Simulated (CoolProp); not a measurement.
A Linde-Hampson liquefier for ethane: isothermal reversible compression at 320 K from 1 atm to 25 MPa, throttling to 1 atm, return gas leaving the recuperator 10 K below the feed. Each further row changes one setting.

The numbers come from the reference Helmholtz-energy equation of state, Bücker 2006 in CoolProp.

```csv
case,liquid yield per pass,compression work (kJ/kg of gas)
as stated,0.453,378
high pressure 50 MPa,0.436,436
warm-end temperature 350 K,0.374,443
warm-end gap 15 K,0.446,378
```
